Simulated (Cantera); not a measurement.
Cantera with NASA thermochemical tables; ideal gases at 1 bar, condensed phases pure. Values are per mole of reaction as written; species without (g) are pure solids or liquids, kept so even where they would boil at 1 bar.

### Question
Between 300 and 1648 K, where is each reaction favourable under standard conditions?
- Mg + 2 F(g) ⇌ MgF2
- MgF2 ⇌ Mg(g) + F2(g)

### Answer
- Mg + 2 F(g) ⇌ MgF2: ΔG° is -1195 kJ at 300 K and -799 kJ at 1648 K; it stays negative (K > 1). ΔH° is -1226 kJ and ΔS° -259 J/K at 1648 K.
- MgF2 ⇌ Mg(g) + F2(g): ΔG° is 1183 kJ at 300 K and 817 kJ at 1648 K; it stays positive (K < 1). ΔH° is 1183 kJ and ΔS° 222 J/K at 1648 K.
